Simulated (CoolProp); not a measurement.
Ethylene at 298.15 K and 0.562 MPa is throttled through a valve to 0.18 MPa with no heat exchange. Each further row changes one setting.

Computed with CoolProp (reference Helmholtz-energy equation of state, Smukala 2000).

| case | temperature change (K) | final density (kg/m³) |
|---|---|---|
| as stated | [?] | [?] |
| outlet pressure 0.054 MPa | -5.3 | 0.624 |
| outlet pressure 0.234 MPa | [?] | [?] |

### Question
Fill in the missing entries.

### Answer

- as stated, temperature change (K): -4.0
- as stated, final density (kg/m³): 2.09
- outlet pressure 0.234 MPa, temperature change (K): -3.4
- outlet pressure 0.234 MPa, final density (kg/m³): 2.72
